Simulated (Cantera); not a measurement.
Input: 1 mol (CH₃)₂SiCl₂, 0.98 mol HCl, 690 mol H₂, held at 2223 K and 1.70 mbar.

These are equilibrium values from Cantera (NASA tables, ideal gas, pure condensed phases), not measurements of a reactor. Candidate condensed phases: C, C₆H₆, C₇H₈, C₈H₁₈, Si, SiC; 109 gas species. The feed counts by its element totals alone. The numbers say what is thermodynamically allowed, not how fast it happens.

Base state: H₂ 0.850, H 0.143, HCl 0.00354, C₂H₂ (acetylene) 0.00125, Si 0.00124, Cl 0.000433, SiC₂ 6.60e-5, SiH 1.99e-5 (mole fractions); condensed: gas only.

**Question.** What changes in the equilibrium state with this change: temperature from 2223 K to 1825 K?

**Answer.** 
| species | before | after |
|---|---|---|
| H₂ | 0.850 | 0.985 |
| H | 0.143 | 0.0106 |
| HCl | 0.00354 | 0.00423 |
| Si | 0.00124 | 7.21e-5 |
| SiC₂ | 6.60e-5 | 1.21e-6 |
| Cl | 0.000433 | 3.47e-5 |
| SiH | 1.99e-5 | 3.14e-6 |
| C₂H₂ (acetylene) | 0.00125 | 0.000212 |
| C(graphite), mol | 0 | 0.758 |
| SiC(s), mol | 0 | 0.943 |
